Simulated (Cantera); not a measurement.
An adiabatic, constant-volume homogeneous reactor starts with 20.5 % CO, 3.69 % H2, 15.9 % O2, 59.9 % N2, equivalence ratio 0.76, at 1350 K and 1.09 atm.

Detailed kinetics in Cantera: GRI-Mech 3.0 (53 species, 325 reactions).

### Question
Predict: time of steepest temperature rise; temperature at 0.200 s; equilibrium temperature; x(CO) at 0.200 s; x(H2) at 0.200 s; x(O2) at 0.200 s; x(NO2) at 0.200 s; x(NO) at 0.200 s.

### Answer
```
Item                                                                 Value
---------------------------------  ---------------------------------------
time of steepest temperature rise                                  41.3 µs
temperature at 0.200 s                                              2795 K
equilibrium temperature                                             2795 K
x(CO) at 0.200 s                     0.0662 (gas-phase equilibrium 0.0662)
x(H2) at 0.200 s                   0.00191 (gas-phase equilibrium 0.00191)
x(O2) at 0.200 s                     0.0600 (gas-phase equilibrium 0.0600)
x(NO2) at 0.200 s                  9.23e-6 (gas-phase equilibrium 9.23e-6)
x(NO) at 0.200 s                     0.0177 (gas-phase equilibrium 0.0177)
```
